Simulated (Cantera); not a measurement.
Charge: 1 mol C3H6, 2.6 mol CO2, equilibrated at 14.3 Torr.

These are equilibrium values from Cantera (NASA tables, ideal gas, pure condensed phases), not measurements of a reactor. Candidate condensed phases: C, C6H6, C7H8, C8H18, H2O; 110 gas species. Rates play no part.

Question: At 1098 K, list the 5 most abundant gas species with their mole fractions, and the condensed phases.

Answer: CO 0.633, H2 0.366, CO2 0.000695, H2O 0.000404, CH4 9.29e-5. Condensed: C(graphite).
